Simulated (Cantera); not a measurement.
Charge: 1 mol Si2Cl6, 0.094 mol Cl2, 130 mol H2, at 950 K and 49000 Pa.

Cantera equilibrium calculation (NASA polynomials, part measured and part estimated; ideal gas, pure solids and liquids). Candidate condensed phases: Si; 19 gas species. The feed counts by its element totals alone. The tables' values for SiCl3 are old estimates; treat these amounts as uncertain. The numbers say what is thermodynamically allowed, not how fast it happens.

Base state: H2 0.983, SiCl4 0.00587, SiHCl3 0.00586, HCl 0.00451, SiH2Cl2 0.000594, SiCl3 7.46e-5, SiCl2 3.17e-5, SiH3Cl 1.50e-5 (mole fractions); condensed: Si(s).

### Question
What changes in the equilibrium state with this change: Si2Cl6 replaced by SiH4?

### Answer
| species | before | after |
|---|---|---|
| H2 | 0.983 | 0.999 |
| HCl | 0.00451 | 0.00106 |
| SiHCl3 | 0.00586 | 7.42e-5 |
| SiCl4 | 0.00587 | 1.71e-5 |
| SiCl3 | 7.46e-5 | 9.37e-7 |
| SiCl2 | 3.17e-5 | 1.71e-6 |
| SiH2Cl2 | 0.000594 | 3.26e-5 |
| SiH3Cl | 1.50e-5 | 3.58e-6 |
| Si(s), mol | 0.364 | 0.983 |

### Question
What changes in the equilibrium state with this change: temperature from 950 K to 1125 K?

### Answer
| species | before | after |
|---|---|---|
| H2 | 0.983 | 0.975 |
| HCl | 0.00451 | 0.0161 |
| SiHCl3 | 0.00586 | 0.00401 |
| SiCl4 | 0.00587 | 0.00382 |
| SiCl2 | 3.17e-5 | 0.000567 |
| SiCl3 | 7.46e-5 | 0.000420 |
| SiH3Cl | 1.50e-5 | 1.77e-5 |
| Si(s), mol | 0.364 | 0.767 |

### Question
What changes in the equilibrium state with this change: H2 from 130 to 13 mol?

### Answer
```
species       before     after
----------  --------  --------
H2             0.983     0.876
SiCl4        0.00587    0.0756
SiHCl3       0.00586    0.0376
SiCl3        7.46e-5  0.000507
SiCl2        3.17e-5  0.000114
SiH2Cl2     0.000594   0.00190
HCl          0.00451   0.00807
Si(s), mol     0.364     0.330
```
